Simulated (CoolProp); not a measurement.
Vapour-liquid equilibrium of n-hexane (1) + p-xylene (2) at 143.15 °C; x and y are mole fractions of (1).

Model: multi-fluid Helmholtz-energy mixture model, Thol 2019 and Zhou 2012; pair parameters Bell 2016, in CoolProp.

| x | bubble pressure (kPa) | y at the bubble point | dew pressure at overall composition x (kPa) | liquid density (mol/L) |
|---|---|---|---|---|
| 0.05 | 147.1 | 0.245 | 120.5 | 7.013 |
| 0.15 | 207.8 | 0.507 | 132.8 | 6.942 |
| 0.25 | 264.9 | 0.646 | 147.9 | 6.867 |
| 0.35 | 319.0 | 0.735 | 166.7 | 6.788 |
| 0.45 | 370.9 | 0.798 | 190.9 | 6.704 |
| 0.55 | 421.5 | 0.847 | 222.8 | 6.616 |
| 0.65 | 471.6 | 0.888 | 266.8 | 6.523 |
| 0.75 | 522.2 | 0.923 | 330.0 | 6.424 |
| 0.85 | 574.3 | 0.955 | 424.6 | 6.319 |
| 0.95 | 628.9 | 0.985 | 566.4 | 6.206 |

No azeotrope shows between x = 0.05 and 0.95.

Pair parameters are fitted to limited data, so mixtures are less certain than the pure fluids.
